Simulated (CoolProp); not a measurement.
cis-2-butene at 262.03 K and 0.776 MPa is throttled through a valve to 0.235 MPa with no heat exchange. Each further row changes one setting.

Computed with CoolProp (reference Helmholtz-energy equation of state, Lemmon 2005). It is a short technical equation, of lower accuracy than the large ones.

```
case                        temperature change (K)  final density (kg/m³)
--------------------------  ----------------------  ---------------------
as stated                                     +0.2                    657
outlet pressure 0.0705 MPa                    +0.3                    656
outlet pressure 0.305 MPa                     +0.2                    657
```
